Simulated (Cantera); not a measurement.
Input (Python, Cantera) and output of one run.

```python
import numpy as np
import cantera as ct

gas_names = [...]  # 115 gases of nasa_gas.yaml made of C, Ca, H, O
cond_names = """
    C(gr) C6H6(L) C7H8(L) C8H18(L),n-octa Ca(a) Ca(b) Ca(L) CaCO3(caL) CaO(s) CaO(L) CaO2H2(s) H2O(s)
    H2O(L)
""".split()


# ... load() reads the species with a 1 bar reference pressure and builds the phases ...
atoms = {
    'CaCO3': {'Ca': 1, 'C': 1, 'O': 3},
    'H2': {'H': 2},
}
top_T = {'C(gr)': 4500}  # K; cautious upper limits of use, not melting points


# ... equilibrate(T, P, feed) seeds the gas with the atoms and calls Mixture.equilibrate('TP', solver="vcs", rtol=1e-11, max_steps=5000) ...
results = []
feed = {'CaCO3': 1, 'H2': 0.34}  # mol
P = 97  # Pa
for T in [775, 875, 975, 1075, 1175, 1275, 1375, 1475, 1575, 1675, 1775, 1875, 1975, 2075]:
    mix = equilibrate(T, P, feed)
    results.append((T, P, feed, dict(zip(mix.species_names, mix.species_moles))))
    x = sorted(zip(gas.X, gas.species_names), reverse=True)
    print(f"T = {T:g} K  P = {P:g} Pa  gas = {mix.phase_moles(0):.4g} mol")
    print("   x: " + "  ".join(f"{s} {v:.3e}" for v, s in x if v > 1e-06))
    print("   condensed (mol): " + ("  ".join(f"{mix.phase(i).name} {mix.phase_moles(i):.4g}"
          for i in range(1, mix.n_phases) if mix.phase_moles(i) > 1e-12) or "none"))
```

It prints:

```
T = 775 K  P = 97 Pa  gas = 0.4639 mol
   x: H2 6.042e-01  CO2 1.384e-01  H2O 1.287e-01  CO 1.287e-01  CH4 1.916e-05
   condensed (mol): CaCO3(caL) 0.8761  CaO(s) 0.1239
T = 875 K  P = 97 Pa  gas = 1.34 mol
   x: CO2 5.946e-01  H2O 1.517e-01  CO 1.517e-01  H2 1.021e-01
   condensed (mol): CaO(s) 1
T = 975 K  P = 97 Pa  gas = 1.34 mol
   x: CO2 5.746e-01  H2O 1.717e-01  CO 1.717e-01  H2 8.202e-02
   condensed (mol): CaO(s) 1
T = 1075 K  P = 97 Pa  gas = 1.34 mol
   x: CO2 5.595e-01  CO 1.867e-01  H2O 1.867e-01  H2 6.701e-02
   condensed (mol): CaO(s) 1
T = 1175 K  P = 97 Pa  gas = 1.34 mol
   x: CO2 5.484e-01  CO 1.979e-01  H2O 1.979e-01  H2 5.581e-02
   condensed (mol): CaO(s) 1
T = 1275 K  P = 97 Pa  gas = 1.34 mol
   x: CO2 5.399e-01  CO 2.063e-01  H2O 2.063e-01  H2 4.740e-02  H 5.153e-06
   condensed (mol): CaO(s) 1
T = 1375 K  P = 97 Pa  gas = 1.34 mol
   x: CO2 5.336e-01  CO 2.127e-01  H2O 2.127e-01  H2 4.101e-02  H 2.228e-05  OH 2.080e-06
   condensed (mol): CaO(s) 1
T = 1475 K  P = 97 Pa  gas = 1.34 mol
   x: CO2 5.286e-01  CO 2.176e-01  H2O 2.176e-01  H2 3.607e-02  H 7.909e-05  OH 1.250e-05
   condensed (mol): CaO(s) 1
T = 1575 K  P = 97 Pa  gas = 1.34 mol
   x: CO2 5.247e-01  CO 2.214e-01  H2O 2.213e-01  H2 3.219e-02  H 2.394e-04  OH 5.980e-05  O2 1.180e-06
   condensed (mol): CaO(s) 1
T = 1675 K  P = 97 Pa  gas = 1.341 mol
   x: CO2 5.216e-01  CO 2.244e-01  H2O 2.241e-01  H2 2.908e-02  H 6.357e-04  OH 2.370e-04  O2 1.456e-05  O 4.185e-06  CaO2H2 1.097e-06
   condensed (mol): CaO(s) 1
T = 1775 K  P = 97 Pa  gas = 1.342 mol
   x: CO2 5.185e-01  CO 2.268e-01  H2O 2.257e-01  H2 2.654e-02  H 1.514e-03  OH 8.019e-04  O2 1.349e-04  O 3.570e-05  CaO2H2 3.177e-06
   condensed (mol): CaO(s) 1
T = 1875 K  P = 97 Pa  gas = 1.345 mol
   x: CO2 5.134e-01  CO 2.299e-01  H2O 2.253e-01  H2 2.453e-02  H 3.296e-03  OH 2.361e-03  O2 9.660e-04  O 2.400e-04  CaO2H2 8.128e-06  CaOH 3.825e-06  Ca 1.460e-06
   condensed (mol): CaO(s) 1
T = 1975 K  P = 97 Pa  gas = 1.357 mol
   x: CO2 4.984e-01  CO 2.382e-01  H2O 2.206e-01  H2 2.347e-02  H 6.731e-03  OH 6.028e-03  O2 5.169e-03  O 1.272e-03  CaO2H2 1.848e-05  CaOH 1.450e-05  Ca 8.152e-06
   condensed (mol): CaO(s) 0.9999
T = 2075 K  P = 97 Pa  gas = 1.391 mol
   x: CO2 4.572e-01  CO 2.617e-01  H2O 2.068e-01  H2 2.439e-02  O2 1.841e-02  H 1.336e-02  OH 1.293e-02  O 5.078e-03  CaOH 5.002e-05  Ca 4.336e-05  CaO2H2 3.701e-05  CaO 3.967e-06
   condensed (mol): CaO(s) 0.9998
```

Equilibrium computed with Cantera from the NASA thermochemical tables; the gas is ideal and each condensed phase is pure.
